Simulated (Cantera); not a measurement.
Cantera run:

```python
import numpy as np
import cantera as ct

gas_names = """
    H HO2 H2 H2O H2O2 O OH O2 O3 V VO VO2
""".split()
cond_names = """
    H2O(s) H2O(L) V(cr) V(L) VO(s) VO(L) V2O3(s) V2O3(L) V2O4(I) V2O4(II) V2O4(L) V2O5(s) V2O5(L)
""".split()


# ... load() reads the species with a 1 bar reference pressure and builds the phases ...
atoms = {
    'V2O5': {'V': 2, 'O': 5},
    'H2': {'H': 2},
    'H2O': {'H': 2, 'O': 1},
}
top_T = {}  # K; cautious upper limits of use, not melting points


# ... equilibrate(T, P, feed) seeds the gas with the atoms and calls Mixture.equilibrate('TP', solver="vcs", rtol=1e-11, max_steps=5000) ...
results = []
T = 2075  # K
P = 48  # Pa
for m in [0.22, 0.35, 0.56, 0.88, 1.4, 2.2, 3.5, 5.5]:
    feed = {'V2O5': 1, 'H2': 7.2, 'H2O': m}  # mol
    mix = equilibrate(T, P, feed)
    results.append((T, P, feed, dict(zip(mix.species_names, mix.species_moles))))

top = {s: max(r[3][s] / sum(r[3][g] for g in gas_names) for r in results) for s in gas_names}
cols = sorted((s for s in top if top[s] > 1e-05), key=lambda s: -top[s])[:8]
seen = [c for c in cond_names if any(r[3].get(c, 0) > 1e-12 for r in results)]
print("log10 of partial pressures in bar; condensed amounts in mol")
print(f"{'n(H2O)':>10s}" + "".join(f"{s[:9]:>10s}" for s in cols + seen))
for T, P, feed, n in results:
    ng = sum(n[g] for g in gas_names)
    print(f"{feed['H2O']:10.4g}" + "".join(f"{np.log10(max(n[s] / ng * P / 1e5, 1e-99)):10.3f}" for s in cols)
          + "".join(f"{n.get(c, 0):10.4g}" for c in seen))
```

Result:

```
log10 of partial pressures in bar; condensed amounts in mol
    n(H2O)        H2       H2O       VO2         H        OH        VO         O        O2
      0.22    -3.557    -4.219    -4.024    -4.353    -5.958    -5.627    -6.898    -7.929
      0.35    -3.563    -4.184    -4.029    -4.356    -5.920    -5.672    -6.857    -7.848
      0.56    -3.572    -4.134    -4.037    -4.361    -5.865    -5.739    -6.798    -7.730
      0.88    -3.586    -4.071    -4.049    -4.367    -5.795    -5.829    -6.721    -7.575
       1.4    -3.607    -3.989    -4.069    -4.378    -5.703    -5.952    -6.618    -7.369
       2.2    -3.638    -3.898    -4.099    -4.394    -5.596    -6.104    -6.496    -7.125
       3.5    -3.685    -3.799    -4.144    -4.417    -5.474    -6.295    -6.350    -6.833
       5.5    -3.747    -3.704    -4.207    -4.448    -5.348    -6.514    -6.193    -6.519
```

Cantera equilibrium calculation (NASA polynomials, part measured and part estimated; ideal gas, pure solids and liquids).
